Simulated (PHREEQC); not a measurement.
Solution (15 °C): 0.0072 mol/kgw HF, 8.4e-05 mol/kgw H2SiF6, 0.00051 mol/kgw HBF4 and 4.2e-05 mol/kgw HNO3. Closed to the air; pH follows from the charge balance.

All values are PHREEQC results (ion-association model, phreeqc.dat), not measurements.

No solid was allowed to form.

Order these B species by the share of B that they hold, largest first: BF4-, H3BO3, BF3OH-, BF2(OH)2-.

BF4- (91 %), BF3OH- (5.1 %), H3BO3 (3.0 %), BF2(OH)2- (0.91 %)

The pH is 2.61 and the ionic strength 0.00267 mol/kgw. SiF6-2 is the database's only silicon fluoride. Real BF4- forms and hydrolyses slowly; the run takes it at equilibrium.
